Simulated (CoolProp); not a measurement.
Properties of CHF3 (R23) along the isobar 5050 kPa (Tc = 299.3 K, pc = 4832 kPa, ω = 0.263).

The numbers come from the reference Helmholtz-energy equation of state, Penoncello 2003 in CoolProp.

```csv
T (K),phase,density (kg/m³),speed of sound (m/s),Joule-Thomson coefficient (K/MPa),conductivity (mW/(m K))
265.8,liquid,1124,447.7,0.2617,87.7
273,liquid,1077,402.1,0.4354,83.0
280.2,liquid,1023,352.9,0.6941,77.9
287.4,liquid,955.4,298.0,1.129,71.9
294.5,liquid,861.8,232.2,2.050,64.1
301.7,supercritical,421.0,127.0,9.792,36.0
308.9,supercritical,265.1,148.1,11.00,26.5
316,supercritical,227.1,159.2,10.46,25.1
323.2,supercritical,204.3,167.7,9.824,24.4
330.4,supercritical,188.2,174.7,9.212,24.1
337.6,supercritical,175.9,180.8,8.641,24.0
344.7,supercritical,166.0,186.2,8.122,24.0
351.9,supercritical,157.6,191.2,7.637,24.0
359.1,supercritical,150.5,195.8,7.193,24.1
366.3,supercritical,144.2,200.1,6.785,24.2
```

Thermal conductivity comes from a separate model (Shan 2000).
